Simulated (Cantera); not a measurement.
An adiabatic, constant-pressure homogeneous reactor starts with 3.84 % CH₄, 2.76 % H₂, 13.5 % O₂, 79.9 % N₂, at 1175 K and 1400000 Pa.

Computed with Cantera and GRI-Mech 3.0 (53 species, 325 reactions). The pressure lies above the range GRI-Mech 3.0 was tuned for (to about 10 atm).

One state of this run: T (K) = 2180; x CH₄ = <1e-12; x H₂ = 0.000134; x O₂ = 0.0448; x H₂O₂ = 2.67e-7; x CH₃ = <1e-12. x: mole fraction; the columns are a selection and need not sum to one.

Q: Which value of t (s) does it belong to?
A. 0.000265
B. 3.05e-6
C. 1.00e-6
D. 0.000809

A: D, 0.000809
